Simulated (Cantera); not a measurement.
Transport properties of process gases

Gas mixture: 100 % C2H2, at 500000 Pa, frozen composition.

Cantera's kinetic-theory transport with the Lennard-Jones parameters of GRI-Mech 3.0, ideal gas; thermal conductivity in the multicomponent form. The composition is frozen, though it would react at the higher temperatures.

```
T (K)  ρ (kg/m³)  cp (J/kg/K)  μ (µPa s)  λ (mW/m/K)     Pr  D (cm²/s) CO2  D (cm²/s) H2O  D (cm²/s) C2H2
-----  ---------  -----------  ---------  ----------  -----  -------------  -------------  --------------
400         3.91         1931       13.6        35.6  0.737         0.0429         0.0612           0.000
600         2.61         2232       18.9        57.2  0.737         0.0901          0.133           0.000
800         1.96         2436       23.4        77.4  0.736          0.150          0.227           0.000
1000        1.57         2608       27.4        97.2  0.735          0.220          0.338           0.000
1200        1.30         2752       31.1         116  0.734          0.301          0.467           0.000
1400        1.12         2870       34.5         135  0.734          0.391          0.610           0.000
1600       0.979         2966       37.7         153  0.733          0.489          0.767           0.000
1800       0.870         3045       40.7         169  0.732          0.596          0.938           0.000
2000       0.783         3110       43.7         186  0.732          0.711           1.12           0.000
```
D: mixture-averaged diffusion coefficient of that species in the mixture.
